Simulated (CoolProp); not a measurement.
Vapour-liquid equilibrium of cyclopropane (1) + R134a (2) at 328.6 K; x and y are mole fractions of (1).

The numbers come from the multi-fluid Helmholtz-energy mixture model, Polt 1992 and Tillner-Roth 1994; pair parameters Bell 2016 in CoolProp. This equation is an older, rougher fit; its heat capacities, sound speeds and derivatives of the liquid may be far off and weren't checked against measurements.

```json
[
 {"x": "0.05", "bubble pressure (MPa)": "1.605", "y at the bubble point": "0.088", "dew pressure at overall composition x (MPa)": "1.563", "liquid density (mol/L)": "10.57"},
 {"x": "0.125", "bubble pressure (MPa)": "1.727", "y at the bubble point": "0.195", "dew pressure at overall composition x (MPa)": "1.647", "liquid density (mol/L)": "10.61"},
 {"x": "0.2", "bubble pressure (MPa)": "1.822", "y at the bubble point": "0.280", "dew pressure at overall composition x (MPa)": "1.733", "liquid density (mol/L)": "10.67"},
 {"x": "0.275", "bubble pressure (MPa)": "1.892", "y at the bubble point": "0.350", "dew pressure at overall composition x (MPa)": "1.817", "liquid density (mol/L)": "10.75"},
 {"x": "0.35", "bubble pressure (MPa)": "1.941", "y at the bubble point": "0.409", "dew pressure at overall composition x (MPa)": "1.893", "liquid density (mol/L)": "10.86"},
 {"x": "0.425", "bubble pressure (MPa)": "1.971", "y at the bubble point": "0.462", "dew pressure at overall composition x (MPa)": "1.952", "liquid density (mol/L)": "11.01"},
 {"x": "0.5", "bubble pressure (MPa)": "1.985", "y at the bubble point": "0.510", "dew pressure at overall composition x (MPa)": "1.983", "liquid density (mol/L)": "11.20"},
 {"x": "0.575", "bubble pressure (MPa)": "1.982", "y at the bubble point": "0.556", "dew pressure at overall composition x (MPa)": "1.977", "liquid density (mol/L)": "11.43"},
 {"x": "0.65", "bubble pressure (MPa)": "1.964", "y at the bubble point": "0.604", "dew pressure at overall composition x (MPa)": "1.932", "liquid density (mol/L)": "11.70"},
 {"x": "0.725", "bubble pressure (MPa)": "1.928", "y at the bubble point": "0.655", "dew pressure at overall composition x (MPa)": "1.859", "liquid density (mol/L)": "12.02"},
 {"x": "0.8", "bubble pressure (MPa)": "1.869", "y at the bubble point": "0.716", "dew pressure at overall composition x (MPa)": "1.770", "liquid density (mol/L)": "12.38"},
 {"x": "0.875", "bubble pressure (MPa)": "1.779", "y at the bubble point": "0.793", "dew pressure at overall composition x (MPa)": "1.676", "liquid density (mol/L)": "12.77"},
 {"x": "0.95", "bubble pressure (MPa)": "1.645", "y at the bubble point": "0.900", "dew pressure at overall composition x (MPa)": "1.583", "liquid density (mol/L)": "13.19"}
]
```

y crosses x between x = 0.5 and 0.575: the model has an azeotrope there.

The pair parameters rest on a limited set of measurements; away from them the model extrapolates.
